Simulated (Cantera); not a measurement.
Input (Python, Cantera):

```python
import numpy as np
import cantera as ct

gas = ct.Solution("gri30.yaml")
gas.TPX = 2125, 13332, {'NO': 3.4, 'N2': 0.37}
reactor = ct.IdealGasConstPressureReactor(gas, energy="off", clone=False)
net = ct.ReactorNet([reactor])
net.rtol, net.atol = 1e-08, 1e-18
show = ['NO', 'O', 'NO2', 'N2O', 'O2']
times = np.geomspace(0.0003, 2, 15)

steps = ct.SolutionArray(gas, extra=["t"])
rows = []
print(f"{'t/s':>10s}{'T/K':>9s}{'P/Pa':>11s}" + "".join(f"{s:>11s}" for s in show))
for t in times:
    while net.time < t:
        t_next = net.step()
        steps.append(gas.state, t=t_next)
    rows.append([np.interp(t, steps.t, y) for y in (steps.T, steps.P, *steps(*show).X.T)])
    print(f"{t:10.3e}{rows[-1][0]:9.1f}{rows[-1][1]:11.4g}" + "".join(f"{x:11.3e}" for x in rows[-1][2:]))
rate = np.gradient(steps.T, steps.t)
print("integrator steps:", len(steps.t))
if steps.T.max() > steps.T[0] + 200:
    print(f"time of steepest temperature rise: {steps.t[rate.argmax()]:.4e} s")
gas.TPX = 2125, 13332, {'NO': 3.4, 'N2': 0.37}
gas.equilibrate("TP")
print(f"equilibrium (TP): T = {gas.T:.1f} K  " + "  ".join(f"{s} {gas[s].X[0]:.3e}" for s in show))
```

Result:

```
       t/s      T/K       P/Pa         NO          O        NO2        N2O         O2
 3.000e-04   2125.0  1.333e+04  9.017e-01  8.788e-05  9.243e-06  7.978e-05  4.482e-06
 5.627e-04   2125.0  1.333e+04  9.015e-01  1.677e-04  2.350e-05  1.363e-04  1.728e-05
 1.055e-03   2125.0  1.333e+04  9.011e-01  3.169e-04  5.065e-05  2.153e-04  7.165e-05
 1.979e-03   2125.0  1.333e+04  9.002e-01  5.343e-04  8.587e-05  2.967e-04  2.964e-04
 3.713e-03   2125.0  1.333e+04  8.985e-01  7.000e-04  1.094e-04  3.412e-04  1.010e-03
 6.963e-03   2125.0  1.333e+04  8.952e-01  7.563e-04  1.186e-04  3.459e-04  2.614e-03
 1.306e-02   2125.0  1.333e+04  8.889e-01  7.995e-04  1.279e-04  3.385e-04  5.715e-03
 2.449e-02   2125.0  1.333e+04  8.769e-01  8.735e-04  1.436e-04  3.245e-04  1.163e-02
 4.594e-02   2125.0  1.333e+04  8.539e-01  9.991e-04  1.686e-04  3.002e-04  2.302e-02
 8.617e-02   2125.0  1.333e+04  8.097e-01  1.202e-03  2.041e-04  2.596e-04  4.496e-02
 1.616e-01   2125.0  1.333e+04  7.261e-01  1.508e-03  2.432e-04  1.974e-04  8.652e-02
 3.031e-01   2125.0  1.333e+04  5.794e-01  1.926e-03  2.599e-04  1.171e-04  1.596e-01
 5.685e-01   2125.0  1.333e+04  3.671e-01  2.401e-03  2.122e-04  4.364e-05  2.655e-01
 1.066e+00   2125.0  1.333e+04  1.609e-01  2.783e-03  1.099e-04  8.037e-06  3.684e-01
 2.000e+00   2125.0  1.333e+04  5.286e-02  2.963e-03  3.869e-05  9.888e-07  4.223e-01
integrator steps: 763
equilibrium (TP): T = 2125.0 K  NO 1.279e-02  O 3.026e-03  NO2 9.585e-06  N2O 2.160e-07  O2 4.423e-01
```

Detailed kinetics in Cantera: GRI-Mech 3.0 (53 species, 325 reactions).
